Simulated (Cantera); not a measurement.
## Si + Cl2 + H2 (chlorosilane synthesis and conversion)

A closed system holds: 1 mol Si, a varied amount of Cl2, 3.1 mol H2, at 825 K and 1730 Torr.

These are equilibrium values from Cantera (NASA tables, ideal gas, pure condensed phases), not measurements of a reactor. Candidate condensed phases: Si; 19 gas species. The tables' values for SiCl3 are old estimates; treat these amounts as uncertain. Kinetics and transport are ignored.

| n(Cl2) (mol) | log p H2 | log p HCl | log p SiCl4 | log p SiHCl3 | log p SiH2Cl2 | log p SiCl3 | log p SiH3Cl | log p SiCl2 | n Si(s) |
|---|---|---|---|---|---|---|---|---|---|
| 0.5 | 0.32 | -2.54 | -1.00 | -1.04 | -2.16 | -4.15 | -3.91 | -5.36 | 0.713 |
| 0.6 | 0.31 | -2.52 | -0.91 | -0.98 | -2.13 | -4.09 | -3.90 | -5.32 | 0.657 |
| 0.71 | 0.31 | -2.51 | -0.83 | -0.93 | -2.10 | -4.03 | -3.89 | -5.28 | 0.596 |
| 0.85 | 0.30 | -2.49 | -0.75 | -0.87 | -2.07 | -3.97 | -3.89 | -5.24 | 0.519 |
| 1 | 0.29 | -2.48 | -0.68 | -0.83 | -2.04 | -3.92 | -3.89 | -5.20 | 0.437 |
| 1.2 | 0.27 | -2.47 | -0.61 | -0.77 | -2.02 | -3.86 | -3.89 | -5.16 | 0.327 |
| 1.4 | 0.26 | -2.46 | -0.54 | -0.73 | -2.00 | -3.81 | -3.89 | -5.13 | 0.218 |
| 1.7 | 0.24 | -2.45 | -0.46 | -0.68 | -1.98 | -3.75 | -3.90 | -5.09 | 0.0554 |
| 2 | 0.23 | -1.47 | -0.28 | -1.48 | -3.75 | -4.54 | -6.66 | -6.86 | 0 |
| 2.4 | 0.14 | -0.39 | -0.29 | -2.68 | -6.13 | -5.69 | -10.22 | -9.15 | 0 |
| 2.9 | 0.00 | -0.08 | -0.34 | -3.16 | -7.05 | -6.11 | -11.58 | -9.93 | 0 |
log p: log10 of the partial pressure in bar; n: condensed amount in mol.

From 0.5 mol Cl2 to 1.7 mol Cl2 the condensed part is Si(s). From 2 mol Cl2 to 2.9 mol Cl2 nothing is condensed. The main Si-bearing gas is SiCl4 throughout.
